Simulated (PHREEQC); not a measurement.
A solution holds 0.00355 mol/kgw K2CO3 and 0.005 mol/kgw Fe(NO3)3, at 20 °C. Closed to the air; pH follows from the charge balance.

All values are PHREEQC results (ion-association model, wateq4f.dat), not measurements.

```yaml
pH: 3.88
ionic_strength: 0.0220 mol/kgw
total_alkalinity: -2.90 meq/kg
```

```
species     molality  activity   log γ
----------  --------  --------  ------
NO3-          0.0150    0.0129  -0.065
K+           0.00710   0.00613  -0.064
CO2          0.00354   0.00356   0.002
Fe(OH)2+     0.00189   0.00165  -0.059
FeOH+2       0.00139  0.000799  -0.241
Fe3(OH)4+5  0.000413   1.17e-5  -1.549
```

This is a speciation only: nothing precipitates in the calculation. Examples of supersaturated solids here: Fe(OH)3(a), Hematite (slow to form). Others may be too.
